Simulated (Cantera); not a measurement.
A closed system holds: 1 mol Ti, 3.2 mol H₂, held at 300 Torr.

These are equilibrium values from Cantera (NASA tables, ideal gas, pure condensed phases), not measurements of a reactor. Candidate condensed phases: Ti; 3 gas species. Kinetics and transport are ignored.

Task: Which condensed phases are stable at each of these points (T (K)): 1423, 1473, 1523, 1573, 1623, 1673, 1723, 1773, 1823, 1873, 1923, 1973, 2023?

Result: 
| T (K) | condensed phases | Ti condensed (%) |
|---|---|---|
| 1423 | Ti(β) | 100.0 |
| 1473 | Ti(β) | 100.0 |
| 1523 | Ti(β) | 100.0 |
| 1573 | Ti(β) | 100.0 |
| 1623 | Ti(β) | 100.0 |
| 1673 | Ti(β) | 100.0 |
| 1723 | Ti(β) | 100.0 |
| 1773 | Ti(β) | 100.0 |
| 1823 | Ti(β) | 100.0 |
| 1873 | Ti(β) | 100.0 |
| 1923 | Ti(β) | 100.0 |
| 1973 | Ti(l) | 100.0 |
| 2023 | Ti(l) | 100.0 |

From 1423 K to 1923 K the condensed part is Ti(β). From 1973 K to 2023 K the condensed part is Ti(l).
